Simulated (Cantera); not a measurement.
## Low-pressure radical oxidation in H2/O2

An isothermal, constant-pressure homogeneous reactor starts with 1.96 % H2, 98.0 % O2, at 998 K and 20.0 Torr.

Model: GRI-Mech 3.0 (53 species, 325 reactions), integrated in Cantera. Radical loss at walls, strong at low pressure, is not modelled.

| t (s) | x H2 | x O2 | x H2O | x H2O2 | x H | x O | x OH |
|---|---|---|---|---|---|---|---|
| 3.00e-6 | 0.0196 | 0.980 | <1e-12 | <1e-12 | 1.04e-12 | <1e-12 | <1e-12 |
| 2.32e-5 | 0.0196 | 0.980 | <1e-12 | <1e-12 | 6.97e-12 | 1.28e-12 | 1.22e-12 |
| 0.000180 | 0.0196 | 0.980 | 2.08e-11 | <1e-12 | 3.46e-11 | 4.82e-11 | 3.57e-11 |
| 0.00139 | 0.0196 | 0.980 | 9.13e-9 | <1e-12 | 2.14e-9 | 7.21e-9 | 3.68e-9 |
| 0.0108 | 0.000466 | 0.973 | 0.0182 | 1.62e-7 | 0.00122 | 0.00618 | 0.000769 |
| 0.0835 | 6.98e-6 | 0.980 | 0.0197 | 5.59e-8 | 6.87e-6 | 0.000278 | 9.76e-5 |
| 0.646 | 1.35e-7 | 0.980 | 0.0198 | 1.57e-8 | 2.75e-8 | 6.92e-6 | 1.57e-5 |
| 5.00 | 4.55e-9 | 0.980 | 0.0198 | 2.02e-9 | 2.97e-10 | 3.37e-7 | 3.49e-6 |
| 38.7 | 3.47e-10 | 0.980 | 0.0198 | 2.44e-10 | 7.75e-12 | 2.97e-8 | 1.03e-6 |
| 300 | 3.84e-11 | 0.980 | 0.0198 | 3.16e-11 | <1e-12 | 3.44e-9 | 3.51e-7 |
x: mole fraction; the columns are a selection and need not sum to one.

Equilibrium at this temperature and pressure: H2 1.02e-11, O2 0.980, H2O 0.0198, H2O2 8.79e-12, H <1e-12, O 9.03e-10, OH 1.80e-7 (gas phase only).
